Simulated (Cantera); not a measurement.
Input: 1 mol SiCl4, 4.1 mol NH3, 2 mol N2, at 1800 K and 47.0 mbar.

These are equilibrium values from Cantera (NASA tables, ideal gas, pure condensed phases), not measurements of a reactor. Candidate condensed phases: NH4Cl, Si, Si3N4; 28 gas species. The tables' values for SiCl3, SiCl are old estimates; treat these amounts as uncertain. Equilibrium is a limit: real reactors are often held back by kinetics, nucleation or transport.

Base state: H2 0.423, N2 0.332, HCl 0.161, SiCl2 0.0795, SiCl3 0.00216, H 0.00107, Cl 0.000314, SiCl 0.000131 (mole fractions); condensed: gas only.

Q: What changes in the equilibrium state with this change: temperature from 1800 K to 1700 K?

A: 
```csv
species,before,after
H2,0.423,0.415
N2,0.332,0.327
HCl,0.161,0.187
SiCl2,0.0795,0.0659
Si,2.82e-5,3.14e-6
SiCl,0.000131,3.21e-5
SiCl4,9.47e-5,0.000334
"Si3N4(s), mol",0,0.0524
```
